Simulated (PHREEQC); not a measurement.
Make-up at 25 °C: 0.06 mol CdCl2, 6.1e-05 mol KCl and 0.00016 mol FeSO4 per kg of water. Closed to the air; pH follows from the charge balance.

The numbers come from PHREEQC with the ion-association model, phreeqc.dat.

No solid was allowed to form.

Problem. Order these Cd species by the share of Cd that they hold, largest first: CdSO4, CdCl2, Cd+2, CdCl+, CdCl3-.

Solution. CdCl+ (63 %), Cd+2 (25 %), CdCl2 (11 %), CdCl3- (0.47 %), CdSO4 (0.11 %)

Problem. Order these S species by the share of S that they hold, largest first: CdSO4, SO4-2, FeSO4.

Solution. SO4-2 (60 %), CdSO4 (40 %), FeSO4 (0.27 %)

The pH is 5.49 and the ionic strength 0.0840 mol/kgw. Complexes and solids missing from the database can't appear.
